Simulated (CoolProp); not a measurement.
Vapour-liquid equilibrium of cyclohexane (1) + p-xylene (2) at 300.4 K; x and y are mole fractions of (1).

The numbers come from the multi-fluid Helmholtz-energy mixture model, Zhou 2014 and Zhou 2012; pair parameters Bell 2016 in CoolProp.

```
x     bubble pressure, mixture model (bar)  bubble pressure, Raoult's law (bar)  y, mixture model  y, Raoult's law
----  ------------------------------------  -----------------------------------  ----------------  ---------------
0.05                               0.02324                              0.01992             0.452            0.361
0.15                               0.04101                              0.03297             0.719            0.655
0.25                               0.05653                              0.04603             0.817            0.782
0.35                               0.07025                              0.05909             0.869            0.853
0.45                               0.08261                              0.07214             0.902            0.898
0.55                               0.09402                              0.08520             0.926            0.929
0.65                                0.1049                              0.09826             0.946            0.952
0.75                                0.1156                               0.1113             0.962            0.970
0.85                                0.1265                               0.1244             0.977            0.984
0.95                                0.1379                               0.1374             0.992            0.995
```

The largest gap from Raoult's law is +24.4 % in bubble pressure, at x = 0.15. No azeotrope shows between x = 0.05 and 0.95.

The pair parameters rest on a limited set of measurements; away from them the model extrapolates.
